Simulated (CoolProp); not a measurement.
Model: reference Helmholtz-energy equation of state, Wagner 2002, in CoolProp.

For water, give the phase and the cp (kJ/(kg K)), Joule-Thomson coefficient (K/MPa), viscosity (µPa s), fugacity coefficient at 443.15 °C and 71400 kPa; 443.15 °C and 100000 kPa.


- 443.15 °C and 71400 kPa: supercritical; cp 6.28, Joule-Thomson coefficient 0.584, viscosity 66.3, fugacity coefficient 0.419
- 443.15 °C and 100000 kPa: supercritical; cp 5.21, Joule-Thomson coefficient 0.270, viscosity 75.9, fugacity coefficient 0.346

Viscosity comes from a separate model (Huber 2009).
